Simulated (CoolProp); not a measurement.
The fluid at 441.4 K and 1.09 MPa expands adiabatically to 0.222 MPa with isentropic efficiency 0.8. The same conditions are run with several fluids, on thermodynamics alone (safety and materials aside).

Values from CoolProp's reference Helmholtz-energy equation of state of each fluid (carbon monoxide: Lemmon 2006; R141b: Lemmon 2006; ethane: Bücker 2006; c-C4F8 (RC318): Platzer 1990). The equations of Platzer and Polt are older, rougher fits.

Rank carbon monoxide, R141b, ethane, c-C4F8 (RC318) by work (kJ/kg), highest first.

ethane (139), carbon monoxide (134), R141b (34.5), c-C4F8 (RC318) (21.4)

| fluid | final temperature (K) | final density (kg/m³) |
|---|---|---|
| carbon monoxide | 312.5 | 2.39 |
| R141b | 392.8 | 8.23 |
| ethane | 375.5 | 2.16 |
| c-C4F8 (RC318) | 414.3 | 13.2 |
